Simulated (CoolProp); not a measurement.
CHF3 (R23) at several states: Z from the reference equation and from simpler models built on Tc = 299.3 K, pc = 48.32 bar, ω = 0.263; each cubic takes its own stable root.

Values from CoolProp's reference Helmholtz-energy equation of state, Penoncello 2003.

| T (K) | p (bar) | phase | reference | van der Waals | Redlich-Kwong | Soave-Redlich-Kwong | Peng-Robinson |
|---|---|---|---|---|---|---|---|
| 187.2 | 1.11 | liquid | 0.003419 | 0.9794 | 0.9707 | 0.003996 | 0.003538 |
| 192.5 | 0.937 | gas | 0.9621 | 0.9837 | 0.9772 | 0.9744 | 0.9734 |
| 321.4 | 168 | supercritical | 0.4703 | 0.6596 | 0.5479 | 0.5624 | 0.5101 |
| 190.5 | 2.77 | liquid | 0.008453 | 0.9491 | 0.01023 | 0.009879 | 0.008744 |
| 293.9 | 158 | liquid | 0.4222 | 0.6375 | 0.5018 | 0.4993 | 0.4475 |
| 435.6 | 8.49 | gas | 0.9842 | 0.9799 | 0.9811 | 0.9869 | 0.9827 |

At some of these states van der Waals, Redlich-Kwong gives the other phase, because its saturation line lies elsewhere.
